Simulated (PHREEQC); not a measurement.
Dissolve 0.75 mol HCl, 0.032 mol MgSO4 and 0.33 mol MgCl2 per kg of water at 23 °C. Closed to the air; pH follows from the charge balance.

Computed with PHREEQC (Pitzer model, pitzer.dat).

Each row changes one thing in this solution. No solid was allowed to form.

```tsv
case	pH	HSO4- (mol/kgw)	SO4-2 (mol/kgw)	SI of Epsomite (MgSO4:7H2O)	SI of Hexahydrite (MgSO4:6H2O)
as made	0.02	0.0219	0.0101	-2.75	-3.03
MgCl2 replaced by CaCl2 at the same molality	0.04	0.0204	___	-3.85	___
MgCl2 replaced by NaCl at the same molality	0.10	0.0240	0.00796	-3.77	___
MgCl2 from 0.33 to 3.3 mol/kgw	___	0.0217	0.0103	___	-1.86
HCl from 0.75 to 0.825 mol/kgw	-0.04	0.0222	0.00982	-2.78	-3.06
```

**Question.** Fill in the missing entries.

**Answer.** 
- MgCl2 replaced by CaCl2 at the same molality, SO4-2 (mol/kgw): 0.0115
- MgCl2 replaced by CaCl2 at the same molality, SI of Hexahydrite (MgSO4:6H2O): -4.13
- MgCl2 replaced by NaCl at the same molality, SI of Hexahydrite (MgSO4:6H2O): -4.05
- MgCl2 from 0.33 to 3.3 mol/kgw, pH: -1.46
- MgCl2 from 0.33 to 3.3 mol/kgw, SI of Epsomite (MgSO4:7H2O): -1.77

In brines, pH and single-ion activities rest on the MacInnes convention.
